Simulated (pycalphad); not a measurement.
CALPHAD calculation (pycalphad, COST 507 light-alloy database (1999)), 1 atm. The data set is of 1999 and partly superseded. Amounts are mole fractions of atoms. Diffusion is slow at the low end, where real alloys seldom reach equilibrium.

Q: Give the equilibrium state of Al-3.86Mg-0.2Si (at.%) at 257 °C.

A: 
```
T = 530.00 K, P = 101325 Pa, N = 1 mol of atoms
G = -17472 J/mol, H = 6189 J/mol, S = 44.64 J/(mol K)  (SER reference)
chemical potentials (J/mol): Al -16992, Mg -27415, Si -55664
phase             fraction      x(Al)      x(Mg)      x(Si)
FCC_A1              0.9940     0.9652     0.0348   1.23e-08
MG2SI               0.0060       none     0.6667     0.3333
```

Q: Give the equilibrium state of Al-3.86Mg-0.2Si (at.%) at 137 °C.

A: fcc, fraction 0.958, with 2.2 Mg, <0.01 Si at.%; ALMG_BETA, fraction 0.036, with 38.9 Mg, no Si at.%; MG2SI, fraction 0.006, with 66.7 Mg, 33.3 Si at.%.

Database names, with the compositions (at.%) that they take in these runs: MG2SI: Mg 67 Si 33; ALMG_BETA: Al 61 Mg 39. FCC_A1 is fcc. An entry "none" or "no" means that the model of the phase leaves that element out.
